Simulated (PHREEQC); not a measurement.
Make-up at 25 °C: 180 mmol/kgw Mg(NO3)2. It is in equilibrium with CO2 at log p = -3.4 (atm). Otherwise closed; pH follows from the charge balance.

Model: ion-association model, phreeqc.dat, run in PHREEQC.

Each row changes one thing in this solution. Precipitation was switched off in this run.

| case | pH | CO2 (mol/kgw) | HCO3- (mol/kgw) | MgHCO3+ (mol/kgw) | MgOH+ (mol/kgw) | MgCO3 (mol/kgw) |
|---|---|---|---|---|---|---|
| as made | 5.48 | 1.20e-5 | 2.60e-6 | 1.70e-6 | 7.89e-8 | 1.11e-9 |
| Mg(NO3)2 replaced by MgCl2 at the same molality | 5.48 | 1.20e-5 | 2.60e-6 | 1.70e-6 | 7.89e-8 | 1.11e-9 |
| Mg(NO3)2 from 0.18 to 0.36 mol/kgw | 5.39 | 1.06e-5 | 2.24e-6 | 3.10e-6 | 1.39e-7 | 1.36e-9 |
| temperature from 25 to 50 °C | 5.52 | 6.84e-6 | 1.93e-6 | 1.41e-6 | 6.64e-7 | 1.75e-9 |
| Mg(NO3)2 from 0.18 to 0.162 mol/kgw | 5.49 | 1.21e-5 | 2.64e-6 | 1.56e-6 | 7.28e-8 | 1.06e-9 |
| temperature from 25 to 85 °C | 5.34 | 4.21e-6 | 6.95e-7 | 6.74e-7 | 4.64e-6 | 7.04e-10 |
| temperature from 25 to 55 °C | 5.51 | 6.27e-6 | 1.76e-6 | 1.33e-6 | 9.51e-7 | 1.75e-9 |

The ionic strength passes 0.7 mol/kgw, the rough limit of the ion-association models, in Mg(NO3)2 from 0.18 to 0.36 mol/kgw. Species that the database lacks are ignored. Away from 25 °C the constants follow the database's enthalpies or fits; those with neither stay at their 25 °C values.
